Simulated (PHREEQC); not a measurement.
PHREEQC input (ion-association model, wateq4f.dat):

```
SOLUTION_SPECIES
  PO4-3 + 3H+ = H3PO4  # constants of phreeqc.dat
    -log_k 21.721
    -delta_h -10.1 kJ
SOLUTION 1
  temp 25
  units mol/kgw
  pH 7 charge
  K 0.2034
  B 0.00056
  P 0.0078
SOLUTION 2
  temp 25
  units mol/kgw
  pH 7 charge
  C(4) 0.17
  K 0.382
  S(6) 0.021
END
SELECTED_OUTPUT 1
  -reset false
  -pH true
  -pe true
  -ionic_strength true
  -water true
  -totals B C K P S C(-4) C(4) S(-2) S(6)
  -molalities H+ H3BO3 CO3-2 K+ PO4-3 SO4-2 HPO4-2 H2PO4- H2BO3- KHPO4-
    CO2 HCO3- KSO4- HSO4- H2S HS- S-2 O2 OH- H3PO4
PRINT
  -reset false
MIX 1
  1 1
  2 0
EQUILIBRIUM_PHASES 1
  O2(g) -0.68 10
END
# ... the last block is repeated for the other 10 points of share of solution B
```

Selected output (columns that matter, 9 of 11 rows; share of solution B added in front):

```
share of solution B	pH	mu	B	C	K	P	S	m_H+	m_CO3-2	m_K+	m_PO4-3	m_SO4-2	m_HPO4-2	m_H2BO3-
0	13.1	0.22613	0.00056	0	0.2034	0.0078	0	1.0012e-13	0	0.20337	0.0074952	0	0.00027518	0.00055995
0.1	13.048	0.25959	0.000504	0.017	0.22126	0.0070199	0.0021	1.1377e-13	0.016987	0.22064	0.0067285	0.0015112	0.00026236	0.00050395
0.2	12.991	0.29299	0.00044799	0.034	0.23912	0.0062399	0.0041999	1.3053e-13	0.033972	0.23789	0.00596	0.0030003	0.00025123	0.00044795
0.4	12.855	0.35965	0.00033599	0.067998	0.27483	0.0046799	0.0083998	1.7988e-13	0.067925	0.27232	0.0044198	0.0059138	0.00023208	0.00033594
0.5	12.772	0.3929	0.00027999	0.084997	0.29269	0.0038999	0.0105	2.1885e-13	0.084889	0.2895	0.003649	0.0073394	0.00022319	0.00027994
0.6	12.671	0.4261	0.00022399	0.102	0.31055	0.0031199	0.012599	2.7684e-13	0.10184	0.30667	0.0028786	0.0087452	0.00021401	0.00022395
0.8	12.368	0.49225	0.00011199	0.13599	0.34626	0.0015599	0.016799	5.6046e-13	0.13558	0.34094	0.0013459	0.0115	0.00018876	0.00011195
0.9	12.081	0.52497	5.5997e-05	0.15299	0.36412	0.00077996	0.018899	1.0883e-12	0.15211	0.35805	0.00059993	0.012851	0.00015833	5.5955e-05
1	11.428	0.55509	0	0.17	0.382	0	0.021	4.9031e-12	0.16574	0.37518	0	0.014175	0	0
```

H3PO4, which wateq4f.dat lacks, is added to it with the constant of phreeqc.dat.
